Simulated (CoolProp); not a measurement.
A Linde-Hampson liquefier for ethane: isothermal reversible compression at 320 K from 1 atm to 25 MPa, throttling to 1 atm, return gas leaving the recuperator 10 K below the feed. Each further row changes one setting.

Model: reference Helmholtz-energy equation of state, Bücker 2006, in CoolProp.

```json
[
 {"case": "as stated", "liquid yield per pass": "0.453", "compression work (kJ/kg of gas)": "378"},
 {"case": "as stated", "liquid yield per pass": "0.453", "compression work (kJ/kg of gas)": "378"},
 {"case": "high pressure 50 MPa", "liquid yield per pass": "0.436", "compression work (kJ/kg of gas)": "436"},
 {"case": "warm-end temperature 350 K", "liquid yield per pass": "0.374", "compression work (kJ/kg of gas)": "443"},
 {"case": "warm-end gap 15 K", "liquid yield per pass": "0.446", "compression work (kJ/kg of gas)": "378"},
 {"case": "high pressure 50 MPa", "liquid yield per pass": "0.436", "compression work (kJ/kg of gas)": "436"},
 {"case": "warm-end temperature 350 K", "liquid yield per pass": "0.374", "compression work (kJ/kg of gas)": "443"},
 {"case": "warm-end gap 15 K", "liquid yield per pass": "0.446", "compression work (kJ/kg of gas)": "378"}
]
```
